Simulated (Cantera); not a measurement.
A perfectly stirred reactor is fed with NO : N2 = 1 : 5.1 (molar parts), at 40.5 Torr; it is held at 2000 K, and followed from long to short residence time.

Computed with Cantera and GRI-Mech 3.0 (53 species, 325 reactions).

Q: What does this change do: NO 1 to 2.3 parts?

A: 
| quantity | before | after |
|---|---|---|
| x(NO) at τ = 8.60 s | 0.0886 | 0.138 |
| x(N2) at τ = 8.60 s | 0.873 | 0.775 |
| x(O2) at τ = 8.60 s | 0.0373 | 0.0858 |
| x(N2O) at τ = 8.60 s | 2.99e-6 | 6.56e-6 |
| x(O) at τ = 8.60 s | 0.000577 | 0.000869 |
| x(NO) at τ = 62.0 ms | 0.164 | 0.309 |
| x(N2) at τ = 62.0 ms | 0.836 | 0.690 |
| x(O2) at τ = 62.0 ms | 0.000130 | 0.000553 |
| x(N2O) at τ = 62.0 ms | 1.08e-5 | 3.72e-5 |
| x(O) at τ = 62.0 ms | 0.000110 | 0.000206 |

Q: What does this change do: pressure from 40.5 Torr to 675 Torr?

A: 
```json
[
 {"quantity": "x(NO) at τ = 8.60 s", "before": "0.0886", "after": "0.0337"},
 {"quantity": "x(N2) at τ = 8.60 s", "before": "0.873", "after": "0.901"},
 {"quantity": "x(O2) at τ = 8.60 s", "before": "0.0373", "after": "0.0650"},
 {"quantity": "x(N2O) at τ = 8.60 s", "before": "2.99e-6", "after": "7.65e-7"},
 {"quantity": "x(O) at τ = 8.60 s", "before": "0.000577", "after": "0.000182"},
 {"quantity": "x(NO) at τ = 62.0 ms", "before": "0.164", "after": "0.159"},
 {"quantity": "x(N2) at τ = 62.0 ms", "before": "0.836", "after": "0.838"},
 {"quantity": "x(O2) at τ = 62.0 ms", "before": "0.000130", "after": "0.00227"},
 {"quantity": "x(N2O) at τ = 62.0 ms", "before": "1.08e-5", "after": "1.20e-5"},
 {"quantity": "x(O) at τ = 62.0 ms", "before": "0.000110", "after": "5.16e-5"}
]
```

Q: What does this change do: NO 1 to 1.3 parts?

A: 
```
quantity                 before     after
---------------------  --------  --------
x(NO) at τ = 8.60 s      0.0886     0.103
x(N2) at τ = 8.60 s       0.873     0.847
x(O2) at τ = 8.60 s      0.0373    0.0497
x(N2O) at τ = 8.60 s    2.99e-6   3.92e-6
x(O) at τ = 8.60 s     0.000577  0.000664
x(NO) at τ = 62.0 ms      0.164     0.203
x(N2) at τ = 62.0 ms      0.836     0.797
x(O2) at τ = 62.0 ms   0.000130  0.000217
x(N2O) at τ = 62.0 ms   1.08e-5   1.63e-5
x(O) at τ = 62.0 ms    0.000110  0.000138
```
